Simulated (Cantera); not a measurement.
Input (Python, Cantera):

```python
import numpy as np
import cantera as ct

gas = ct.Solution("gri30.yaml")


def delay(T, t_max=10):
    gas.TPX = T, 180000, {'CH4': 1, 'O2': 1.33, 'N2': 5.01}
    reactor = ct.IdealGasReactor(gas, clone=False)
    net = ct.ReactorNet([reactor])
    net.rtol, net.atol = 1e-8, 1e-16
    while net.time < t_max:
        t_old, T_old = net.time, reactor.T
        net.step()
        if reactor.T > T + 400:  # ignition: a rise of 400 K
            return t_old + (T + 400 - T_old) / (reactor.T - T_old) * (net.time - t_old)
    return np.nan


taus = []
for T in [1175, 1225, 1275, 1325, 1375, 1425]:
    taus.append(delay(T))
    print(f"T0 = {T:6g} K   tau = {taus[-1]:.4e} s")
```

Result:

```
T0 =   1175 K   tau = 4.5681e-02 s
T0 =   1225 K   tau = 2.2721e-02 s
T0 =   1275 K   tau = 1.1686e-02 s
T0 =   1325 K   tau = 6.1948e-03 s
T0 =   1375 K   tau = 3.3764e-03 s
T0 =   1425 K   tau = 1.8904e-03 s
```

Detailed kinetics in Cantera: GRI-Mech 3.0 (53 species, 325 reactions).
